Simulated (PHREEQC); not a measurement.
## Acid rinse or clean: speciation

Make-up at 15 °C: 1.2 mmol/kgw HNO3, 6.3 mmol/kgw CaCl2 and 2.9 mmol/kgw MnSO4. Closed to the air; pH follows from the charge balance.

The numbers come from PHREEQC with the ion-association model, phreeqc.dat.

Each row changes one thing in this solution. This is a speciation only: nothing precipitates in the calculation.

| case | pH | ionic strength (mol/kgw) | Ca+2 (mol/kgw) | SO4-2 (mol/kgw) | CaSO4 (mol/kgw) | HSO4- (mol/kgw) | SI of Gypsum (CaSO4:2H2O) |
|---|---|---|---|---|---|---|---|
| as made | 3.02 | 0.0282 | 0.00573 | 0.00201 | 0.000562 | 9.71e-5 | -0.88 |
| diluted 2-fold with water | 3.29 | 0.0145 | 0.00294 | 0.00112 | 0.000213 | 3.19e-5 | -1.30 |
| MnSO4 from 0.0029 to 0.029 mol/kgw | 3.21 | 0.0928 | 0.00431 | 0.0182 | 0.00198 | 0.000439 | -0.33 |
| temperature from 15 to 45 °C | … | 0.0275 | 0.00570 | 0.00181 | 0.000595 | 0.000159 | -0.93 |
| 0.0089 mol/kgw KCl added | 3.02 | 0.0372 | 0.00579 | 0.00204 | 0.000504 | 9.30e-5 | -0.93 |
| diluted 5-fold with water | … | 0.00602 | 0.00121 | 0.000499 | 5.25e-5 | 6.73e-6 | -1.91 |
| diluted 100-fold with water | 4.93 | 0.000316 | 6.27e-5 | 2.86e-5 | 2.52e-7 | … | -4.23 |
| CaCl2 from 0.0063 to 0.00063 mol/kgw | 3.01 | … | 0.000543 | 0.00232 | 8.64e-5 | 0.000128 | -1.69 |
| MnSO4 replaced by CdSO4 at the same molality | 3.01 | 0.0261 | 0.00573 | 0.00196 | 0.000567 | 9.63e-5 | -0.88 |

Q: Complete the blanks.

A: 
- temperature from 15 to 45 °C, pH: 3.04
- diluted 5-fold with water, pH: 3.66
- diluted 100-fold with water, HSO4- (mol/kgw): 2.50e-8
- CaCl2 from 0.0063 to 0.00063 mol/kgw, ionic strength (mol/kgw): 0.0126

At this temperature some constants are extrapolated from 25 °C, and those without enthalpy data are left unchanged.
